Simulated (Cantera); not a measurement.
A perfectly stirred reactor is fed with 7.58 % H₂, 92.4 % O₂, at 8.25 Torr; it is held at 1075 K, and followed from long to short residence time.

Model: GRI-Mech 3.0 (53 species, 325 reactions), integrated in Cantera. Radical loss at walls, strong at low pressure, is not modelled. The temperature is held fixed by assumption; the heat of reaction is taken as removed at once.

x: mole fraction; the columns are a selection and need not sum to one.

| τ (s) | x H₂ | x O₂ | x OH | x O | x H₂O₂ | x H₂O | x HO₂ |
|---|---|---|---|---|---|---|---|
| 0.46 | 0.000660 | 0.916 | (withheld) | 0.00414 | 1.35e-7 | 0.0769 | 3.66e-6 |
| 0.21 | 0.00104 | 0.914 | (withheld) | 0.00655 | 1.45e-7 | 0.0758 | 4.33e-6 |
| 0.095 | 0.00165 | 0.909 | (withheld) | 0.0100 | 1.54e-7 | 0.0740 | 4.95e-6 |
| 0.043 | 0.00261 | 0.904 | (withheld) | 0.0145 | 1.63e-7 | 0.0710 | 5.44e-6 |
| 0.020 | 0.00410 | 0.897 | (withheld) | 0.0191 | 1.76e-7 | 0.0668 | 5.75e-6 |
| 0.0089 | 0.00676 | 0.892 | (withheld) | 0.0227 | 1.97e-7 | 0.0610 | 5.89e-6 |
| 0.0040 | 0.0115 | 0.889 | (withheld) | 0.0232 | 2.33e-7 | 0.0537 | 5.85e-6 |
| 0.0018 | 0.0200 | 0.892 | 0.00502 | 0.0205 | 2.76e-7 | 0.0444 | 5.61e-6 |
| 0.00083 | 0.0344 | 0.899 | 0.00485 | 0.0151 | 2.86e-7 | 0.0317 | 5.09e-6 |
| 0.00038 | 0.0571 | 0.912 | (withheld) | 0.00702 | 1.60e-7 | 0.0139 | 4.10e-6 |

Task: Complete the blanks.

Result: 
- 0.46, x OH: 0.00113
- 0.21, x OH: 0.00148
- 0.095, x OH: 0.00193
- 0.043, x OH: 0.00249
- 0.020, x OH: 0.00310
- 0.0089, x OH: 0.00381
- 0.0040, x OH: 0.00452
- 0.00038, x OH: 0.00302
